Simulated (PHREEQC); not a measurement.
Dissolve 0.00031 mol NiCl2 and 0.0016 mol NaCl per kg of water at 25 °C. Closed to the air; pH follows from the charge balance.

Equilibrium calculation in PHREEQC: ion-association model, wateq4f.dat.

Problem. The ionic strength comes out as 0.00253 mol/kgw. What activity coefficients do NiCl+, Ni+2, Cl-, Na+ get?

Solution. NiCl+ 0.95, Ni+2 0.80, Cl- 0.95, Na+ 0.95.

This is a speciation only: nothing precipitates in the calculation. Complexes and solids missing from the database can't appear.
